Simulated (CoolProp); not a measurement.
Vapour-liquid equilibrium of carbonyl sulfide (1) + propane (2) at -27.85 °C; x and y are mole fractions of (1).

Model: multi-fluid Helmholtz-energy mixture model, Lemmon 2006 and Lemmon 2009; pair parameters Bell 2016, in CoolProp.

```json
[
 {"x": "0.05", "bubble pressure (MPa)": "0.1879", "y at the bubble point": "0.075", "dew pressure at overall composition x (MPa)": "0.1861", "liquid density (mol/L)": "13.00"},
 {"x": "0.125", "bubble pressure (MPa)": "0.1952", "y at the bubble point": "0.175", "dew pressure at overall composition x (MPa)": "0.1916", "liquid density (mol/L)": "13.33"},
 {"x": "0.2", "bubble pressure (MPa)": "0.2017", "y at the bubble point": "0.265", "dew pressure at overall composition x (MPa)": "0.1970", "liquid density (mol/L)": "13.68"},
 {"x": "0.275", "bubble pressure (MPa)": "0.2075", "y at the bubble point": "0.347", "dew pressure at overall composition x (MPa)": "0.2024", "liquid density (mol/L)": "14.04"},
 {"x": "0.35", "bubble pressure (MPa)": "0.2129", "y at the bubble point": "0.425", "dew pressure at overall composition x (MPa)": "0.2077", "liquid density (mol/L)": "14.43"},
 {"x": "0.425", "bubble pressure (MPa)": "0.2181", "y at the bubble point": "0.499", "dew pressure at overall composition x (MPa)": "0.2130", "liquid density (mol/L)": "14.83"},
 {"x": "0.5", "bubble pressure (MPa)": "0.2230", "y at the bubble point": "0.571", "dew pressure at overall composition x (MPa)": "0.2181", "liquid density (mol/L)": "15.26"},
 {"x": "0.575", "bubble pressure (MPa)": "0.2278", "y at the bubble point": "0.641", "dew pressure at overall composition x (MPa)": "0.2233", "liquid density (mol/L)": "15.70"},
 {"x": "0.65", "bubble pressure (MPa)": "0.2327", "y at the bubble point": "0.709", "dew pressure at overall composition x (MPa)": "0.2285", "liquid density (mol/L)": "16.17"},
 {"x": "0.725", "bubble pressure (MPa)": "0.2375", "y at the bubble point": "0.776", "dew pressure at overall composition x (MPa)": "0.2338", "liquid density (mol/L)": "16.67"},
 {"x": "0.8", "bubble pressure (MPa)": "0.2425", "y at the bubble point": "0.841", "dew pressure at overall composition x (MPa)": "0.2393", "liquid density (mol/L)": "17.19"},
 {"x": "0.875", "bubble pressure (MPa)": "0.2477", "y at the bubble point": "0.904", "dew pressure at overall composition x (MPa)": "0.2453", "liquid density (mol/L)": "17.74"},
 {"x": "0.95", "bubble pressure (MPa)": "0.2531", "y at the bubble point": "0.963", "dew pressure at overall composition x (MPa)": "0.2519", "liquid density (mol/L)": "18.32"}
]
```

No azeotrope shows between x = 0.05 and 0.95.

Pair parameters are fitted to limited data, so mixtures are less certain than the pure fluids.
